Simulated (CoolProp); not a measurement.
The fluid at 299.24 K and 0.785 MPa flows at 0.64 m/s in a round tube of 2 mm bore and 0.25 µm roughness, fully developed (64/Re and Nu = 3.66 if laminar; Colebrook and Gnielinski if turbulent). The same conditions are run with several fluids, on thermodynamics alone (safety and materials aside).

Computed with CoolProp (reference Helmholtz-energy equation of state of each fluid (oxygen: Schmidt 1985; sulfur hexafluoride: Guder 2009; C2F6 (R116): Lemmon 2006)).

```csv
fluid,Reynolds number,Darcy friction factor,pressure drop (Pa/m),heat-transfer coefficient (W/(m² K)),mass flow (kg/h)
oxygen,626,0.102,106,48.9,0.0734
sulfur hexafluoride,4200,0.0395,205,97.9,0.368
C2F6 (R116),4280,0.0393,191,109,0.344
```

Transport values come from each fluid's own correlations; those of C2F6 (R116) are estimates that may be off by 10 % or more.
